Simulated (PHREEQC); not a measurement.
A solution holds 17 mmol/kgw Fe2(SO4)3, at 20 °C. Closed to the air; pH follows from the charge balance.

Model: ion-association model, wateq4f.dat, run in PHREEQC.

| Item | Value |
|---|---|
| pH | 2.73 |
| ionic strength | 0.0663 mol/kgw |
| total alkalinity | -68.0 meq/kg |

```json
[
 {"species": "FeSO4+", "molality": "0.0250", "activity": "0.0203", "log γ": "-0.092"},
 {"species": "SO4-2", "molality": "0.0166", "activity": "0.00711", "log γ": "-0.369"},
 {"species": "Fe(SO4)2-", "molality": "0.00384", "activity": "0.00309", "log γ": "-0.094"},
 {"species": "H+", "molality": "0.00218", "activity": "0.00184", "log γ": "-0.074"},
 {"species": "FeOH+2", "molality": "0.00176", "activity": "0.000756", "log γ": "-0.366"},
 {"species": "HSO4-", "molality": "0.00142", "activity": "0.00114", "log γ": "-0.094"},
 {"species": "Fe+3", "molality": "0.00135", "activity": "0.000291", "log γ": "-0.666"},
 {"species": "Fe2(OH)2+4", "molality": "0.000595", "activity": "1.90e-5", "log γ": "-1.496"},
 {"species": "FeHSO4+2", "molality": "0.000238", "activity": "0.000100", "log γ": "-0.374"},
 {"species": "Fe3(OH)4+5", "molality": "0.000155", "activity": "7.10e-7", "log γ": "-2.338"},
 {"species": "Fe(OH)2+", "molality": "0.000138", "activity": "0.000112", "log γ": "-0.089"},
 {"species": "Fe(OH)3", "molality": "6.19e-9", "activity": "6.28e-9", "log γ": "0.007"}
]
```

This is a speciation only: nothing precipitates in the calculation. The solution is supersaturated, for example in Hematite (slow to form), Goethite (slow to form), so a real one may precipitate; this is no full list. Complexes and solids missing from the database can't appear.
